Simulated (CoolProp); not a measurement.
Computed with CoolProp (reference Helmholtz-energy equation of state, Gao 2016).

For sulfur dioxide, give the phase and the cv (kJ/(kg K)), speed of sound (m/s), Joule-Thomson coefficient (K/MPa), isothermal compressibility (1/MPa) at 63.95 °C and 2860 kPa; 82.75 °C and 2860 kPa; 120.35 °C and 2860 kPa.


- 63.95 °C and 2860 kPa: liquid; cv 0.804, speed of sound 716, Joule-Thomson coefficient -0.0563, isothermal compressibility 0.00285
- 82.75 °C and 2860 kPa: liquid; cv 0.806, speed of sound 621, Joule-Thomson coefficient 0.0848, isothermal compressibility 0.00422
- 120.35 °C and 2860 kPa: gas; cv 0.668, speed of sound 219, Joule-Thomson coefficient 16.3, isothermal compressibility 0.463
